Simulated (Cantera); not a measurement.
Input (Python, Cantera) and output of one run.

```python
import numpy as np
import cantera as ct

gas_names = """
    H HNO HNO2 HNO3 HO2 H2 H2O H2O2 N NH NH2 NH3 NH2OH NO NO2 NO3 N2 N2H2 N2H4 N2O O OH O2 O3 Si SiH
    SiH2 SiH3 SiH4 SiN SiO SiO2 Si2 Si2N Si3
""".split()
cond_names = """
    H2O(s) H2O(L) Si(cr) Si(L) SiO2(Lqz) SiO2(hqz) SiO2(L) Si2N2O(s) Si3N4(a)
""".split()


# ... load() reads the species with a 1 bar reference pressure and builds the phases ...
atoms = {
    'Si3N4': {'Si': 3, 'N': 4},
    'H2O': {'H': 2, 'O': 1},
    'H2': {'H': 2},
}
top_T = {'Si2N2O(s)': 2100, 'Si3N4(a)': 2400}  # K; cautious upper limits of use, not melting points


# ... equilibrate(T, P, feed) seeds the gas with the atoms and calls Mixture.equilibrate('TP', solver="vcs", rtol=1e-11, max_steps=5000) ...
results = []
feed = {'Si3N4': 1, 'H2O': 2.9, 'H2': 0.64}  # mol
P = 450  # Pa
for T in [1573, 1598, 1623, 1648, 1673, 1698, 1723, 1748, 1773, 1798, 1823]:
    mix = equilibrate(T, P, feed)
    results.append((T, P, feed, dict(zip(mix.species_names, mix.species_moles))))

top = {s: max(r[3][s] / sum(r[3][g] for g in gas_names) for r in results) for s in gas_names}
cols = sorted((s for s in top if top[s] > 0.0001), key=lambda s: -top[s])[:9]
seen = [c for c in cond_names if any(r[3].get(c, 0) > 1e-12 for r in results)]
print("log10 of partial pressures in bar; condensed amounts in mol")
print(f"{'T/K':>10s}" + "".join(f"{s[:9]:>10s}" for s in cols + seen))
for T, P, feed, n in results:
    ng = sum(n[g] for g in gas_names)
    print(f"{T:10.4g}" + "".join(f"{np.log10(max(n[s] / ng * P / 1e5, 1e-99)):10.3f}" for s in cols)
          + "".join(f"{n.get(c, 0):10.4g}" for c in seen))
```

It prints:

```
log10 of partial pressures in bar; condensed amounts in mol
       T/K        H2       SiO        N2         H        Si     Si(L) SiO2(hqz) Si2N2O(s)
      1573    -2.471    -3.839    -3.012    -5.626    -9.467         0    0.8826    0.9829
      1598    -2.487    -3.581    -3.010    -5.517    -9.071         0     0.838    0.9383
      1623    -2.517    -3.331    -3.006    -5.419    -8.689         0     0.752    0.8524
      1648    -2.572    -3.089    -2.999    -5.336    -8.321         0    0.5748    0.6752
      1673    -2.683    -2.857    -2.987    -5.285    -7.967         0    0.1444    0.2448
      1698    -2.715    -2.816    -2.984    -5.197    -7.431         0         0    0.1001
      1723    -2.715    -2.816    -2.984    -5.097    -6.869         0         0   0.09978
      1748    -2.715    -2.816    -2.984    -4.999    -6.323         0         0   0.09904
      1773    -2.716    -2.816    -2.984    -4.904    -5.793         0         0   0.09663
      1798    -2.727    -2.812    -2.973    -4.817    -5.511   0.09337         0         0
      1823    -2.728    -2.812    -2.973    -4.727    -5.355   0.09057         0         0
```

Cantera equilibrium calculation (NASA polynomials, part measured and part estimated; ideal gas, pure solids and liquids). Mutual solubility and eutectic melting of coexisting phases are not modelled. The tables' values for SiN are old estimates; treat these amounts as uncertain. The tables hold silica as quartz up to 1696 K and as liquid above; real silica turns to tridymite and cristobalite and melts near 1996 K. Gases not in the tables: Si2H6 and higher silanes.
